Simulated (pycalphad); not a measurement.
All values are pycalphad results on the COST 507 light-alloy database (1999) (1 atm), not direct measurements. These are 1990s assessments: newer ones move some temperatures and phases. Amounts are mole fractions of atoms.

Question: Give the equilibrium state of Si-85.7Cu (wt.%) at 1030 K.

Answer: CU19SI6_ETA, fraction 0.955, with 87.8 Cu wt.%; DIAMOND_A4, fraction 0.045, with no Cu wt.%.

Question: Give the equilibrium state of Si-85.7Cu (wt.%) at 1110 K.

Answer: 
```
T = 1110.00 K, P = 101325 Pa, N = 1 mol of atoms
G = -54436 J/mol, H = 30278 J/mol, S = 76.32 J/(mol K)  (SER reference)
chemical potentials (J/mol): Si -39745, Cu -59980
phase             fraction      x(Si)      x(Cu)
LIQUID              0.8642     0.2793     0.7207
CU19SI6_ETA         0.1358     0.2400     0.7600
```

Database names, with the compositions (at.%) that they take in these runs: CU19SI6_ETA: Cu 76 Si 24. DIAMOND_A4 is diamond (Si). An entry "none" or "no" means that the model of the phase leaves that element out.
